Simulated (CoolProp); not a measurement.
A closed Brayton cycle with dry air: compressor inlet 306.15 K and 1 MPa, high pressure 2.24 MPa, turbine inlet 690 K, compressor efficiency 0.89, turbine efficiency 0.93, recuperator effectiveness 0.8 (on enthalpy, no pinch check). Each further row changes one setting.

Values from CoolProp's reference Helmholtz-energy equation of state, Lemmon 2000. It is a pseudo-pure fit of the blend.

```tsv
case	thermal efficiency (%)	net work (kJ/kg)	compressor to turbine work	compressor exit (K)	turbine exit (K)
as stated	26.2	44.6	0.67	395.4	563.6
turbine inlet 640 K	22.9	34.7	0.72	395.4	521.6
compressor inlet 316.15 K	24.8	41.6	0.69	408.2	563.6
high pressure 1.9 MPa	25.7	39.5	0.64	375.6	587.5
recuperator effectiveness 0.5	20.0	44.6	0.67	395.4	563.6
```
